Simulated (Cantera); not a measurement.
What does this Cantera script print?

```python
import numpy as np
import cantera as ct

gas_names = """
    B BH BH2 BH3 BN BO BO2 B2 B2O B2O2 B2O3 B3O3H3 H HBO HBO2 HNO HNO2 HNO3 HO2 H2 H2O H2O2 H3B3O6 N NH
    NH2 NH3 NH2OH NO NO2 NO3 N2 N2H2 N2H4 N2O O OH O2 O3
""".split()
cond_names = """
    B(b) B(L) BN(s) B2O3(L) B3O3H3(cr) H2O(s) H2O(L)
""".split()


# ... load() reads the species with a 1 bar reference pressure and builds the phases ...
atoms = {
    'B2O3': {'B': 2, 'O': 3},
    'H2': {'H': 2},
    'N2': {'N': 2},
}
top_T = {'BN(s)': 3200}  # K; cautious upper limits of use, not melting points


# ... equilibrate(T, P, feed) seeds the gas with the atoms and calls Mixture.equilibrate('TP', solver="gibbs", rtol=1e-10, max_steps=50000) ...
results = []
P = 90  # Pa
for T in [1100, 1150, 1200, 1250, 1300, 1350, 1400, 1450, 1500, 1550]:
    for m in [15, 18, 22, 27, 34, 41, 51, 63]:
        feed = {'B2O3': 1, 'H2': m, 'N2': 160}  # mol
        mix = equilibrate(T, P, feed)
        results.append((T, P, feed, dict(zip(mix.species_names, mix.species_moles))))

for T, P, feed, n in results:
    print(f"{T:7g} {feed['H2']:10.4g}  " + (" + ".join(c for c in cond_names if n.get(c, 0) > 1e-12) or "gas only"))
```

It prints:

```
   1100         15  BN(s) + B2O3(L)
   1100         18  BN(s) + B2O3(L)
   1100         22  BN(s) + B2O3(L)
   1100         27  BN(s) + B2O3(L)
   1100         34  BN(s) + B2O3(L)
   1100         41  BN(s) + B2O3(L)
   1100         51  BN(s) + B2O3(L)
   1100         63  BN(s) + B2O3(L)
   1150         15  BN(s) + B2O3(L)
   1150         18  BN(s) + B2O3(L)
   1150         22  BN(s) + B2O3(L)
   1150         27  BN(s) + B2O3(L)
   1150         34  BN(s) + B2O3(L)
   1150         41  BN(s) + B2O3(L)
   1150         51  BN(s) + B2O3(L)
   1150         63  BN(s) + B2O3(L)
   1200         15  BN(s) + B2O3(L)
   1200         18  BN(s) + B2O3(L)
   1200         22  BN(s) + B2O3(L)
   1200         27  BN(s) + B2O3(L)
   1200         34  BN(s) + B2O3(L)
   1200         41  BN(s) + B2O3(L)
   1200         51  BN(s) + B2O3(L)
   1200         63  BN(s) + B2O3(L)
   1250         15  BN(s) + B2O3(L)
   1250         18  BN(s) + B2O3(L)
   1250         22  BN(s) + B2O3(L)
   1250         27  BN(s) + B2O3(L)
   1250         34  BN(s) + B2O3(L)
   1250         41  BN(s) + B2O3(L)
   1250         51  BN(s) + B2O3(L)
   1250         63  BN(s) + B2O3(L)
   1300         15  BN(s) + B2O3(L)
   1300         18  BN(s) + B2O3(L)
   1300         22  BN(s) + B2O3(L)
   1300         27  BN(s) + B2O3(L)
   1300         34  BN(s) + B2O3(L)
   1300         41  BN(s) + B2O3(L)
   1300         51  BN(s) + B2O3(L)
   1300         63  BN(s) + B2O3(L)
   1350         15  BN(s) + B2O3(L)
   1350         18  BN(s) + B2O3(L)
   1350         22  BN(s) + B2O3(L)
   1350         27  BN(s) + B2O3(L)
   1350         34  BN(s) + B2O3(L)
   1350         41  BN(s) + B2O3(L)
   1350         51  BN(s) + B2O3(L)
   1350         63  BN(s) + B2O3(L)
   1400         15  BN(s) + B2O3(L)
   1400         18  BN(s) + B2O3(L)
   1400         22  BN(s) + B2O3(L)
   1400         27  BN(s) + B2O3(L)
   1400         34  BN(s)
   1400         41  BN(s)
   1400         51  BN(s)
   1400         63  BN(s)
   1450         15  BN(s)
   1450         18  BN(s)
   1450         22  BN(s)
   1450         27  BN(s)
   1450         34  BN(s)
   1450         41  BN(s)
   1450         51  BN(s)
   1450         63  gas only
   1500         15  gas only
   1500         18  gas only
   1500         22  gas only
   1500         27  gas only
   1500         34  gas only
   1500         41  gas only
   1500         51  gas only
   1500         63  gas only
   1550         15  gas only
   1550         18  gas only
   1550         22  gas only
   1550         27  gas only
   1550         34  gas only
   1550         41  gas only
   1550         51  gas only
   1550         63  gas only
```

Cantera equilibrium calculation (NASA polynomials, part measured and part estimated; ideal gas, pure solids and liquids). N2 is the only nitrogen source here; it is nearly inert below about 1500 K, so the nitride shown seldom forms there in practice. Mutual solubility and eutectic melting of coexisting phases are not modelled.
